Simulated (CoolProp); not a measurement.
Vapour pressure (MPa) of R113: the reference equation beside estimates from Tc = 487.2 K, pc = 3.392 MPa, ω = 0.253.

The numbers come from the reference Helmholtz-energy equation of state, Marx 1992 in CoolProp.

```
T (K)   reference  Lee-Kesler  van der Waals  Redlich-Kwong  Soave-Redlich-Kwong
-----  ----------  ----------  -------------  -------------  -------------------
295.7     0.04067     0.04013         0.3148        0.07828              0.04042
305       0.05828     0.05768         0.3749         0.1070              0.05795
314.3     0.08145     0.08087         0.4423         0.1430           (withheld)
323.7      0.1117      0.1112         0.5182         0.1879               0.1113
333        0.1495      0.1492         0.6014         0.2417               0.1492
342.3      0.1966      0.1966         0.6928         0.3059               0.1965
351.6      0.2542      0.2547         0.7930         0.3816               0.2546
360.9      0.3239      0.3249         0.9020         0.4698               0.3250
370.2  (withheld)      0.4087          1.020         0.5716               0.4092
379.5      0.5055  (withheld)          1.148         0.6879               0.5089
388.8      0.6207      0.6230          1.286         0.8196               0.6259
398.1      0.7543      0.7568          1.433         0.9679               0.7618
407.4      0.9081      0.9107          1.591          1.133               0.9184
416.7       1.084       1.086          1.759          1.317                1.098
```

Question: What belongs in the gaps?

Answer: 
- 314.3, Soave-Redlich-Kwong: 0.08106
- 370.2, reference: 0.4072
- 379.5, Lee-Kesler: 0.5075

Absolute difference from the reference over all 14 rows, mean and median: Lee-Kesler 0.4 and 0.3 %, van der Waals 255.8 and 195.2 %, Redlich-Kwong 51.1 and 47.6 %, Soave-Redlich-Kwong 0.6 and 0.5 %.
